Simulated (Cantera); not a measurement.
## Pyrogenic steam for wet oxidation

An isothermal, constant-pressure homogeneous reactor starts with H2 : O2 : N2 = 1.8 : 1 : 3.3 (molar parts), equivalence ratio 0.90, at 1075 K and 750 Torr.

Model: GRI-Mech 3.0 (53 species, 325 reactions), integrated in Cantera. The temperature is held fixed by assumption; the heat of reaction is taken as removed at once.

```csv
t (s),x H2,x O2,x NO,x HO2,x O,x H2O2
0.000100,0.263,0.150,2.74e-8,0.000113,0.00137,2.43e-6
0.000268,0.0230,0.0305,1.29e-6,6.80e-5,0.000139,6.08e-6
0.000720,0.0142,0.0261,1.26e-6,5.42e-5,9.45e-6,1.29e-5
0.00193,0.0129,0.0255,1.09e-6,4.35e-5,1.65e-6,2.44e-5
0.00518,0.0109,0.0246,1.08e-6,4.09e-5,1.53e-6,2.31e-5
0.0139,0.00747,0.0229,1.02e-6,3.41e-5,1.08e-6,1.69e-5
0.0373,0.00343,0.0209,8.68e-7,2.31e-5,5.15e-7,8.24e-6
0.100,0.000947,0.0197,5.70e-7,1.06e-5,1.16e-7,1.84e-6
0.268,0.000197,0.0193,2.84e-7,3.20e-6,1.31e-8,1.80e-7
0.720,3.29e-5,0.0192,1.85e-7,7.07e-7,1.30e-9,1.18e-8
1.93,2.18e-6,0.0192,3.82e-7,6.29e-8,9.30e-11,4.33e-10
5.18,2.07e-8,0.0192,1.10e-6,3.69e-9,3.08e-11,7.11e-11
13.9,1.82e-9,0.0192,1.30e-6,9.03e-10,1.69e-10,3.05e-10
37.3,1.76e-9,0.0192,1.30e-6,8.79e-10,1.85e-10,3.34e-10
100,1.76e-9,0.0192,1.30e-6,8.80e-10,1.83e-10,3.31e-10
```
x: mole fraction; the columns are a selection and need not sum to one.

Equilibrium at this temperature and pressure: H2 1.76e-9, O2 0.0192, NO 1.84e-5, HO2 8.80e-10, O 1.83e-10, H2O2 3.31e-10 (gas phase only).
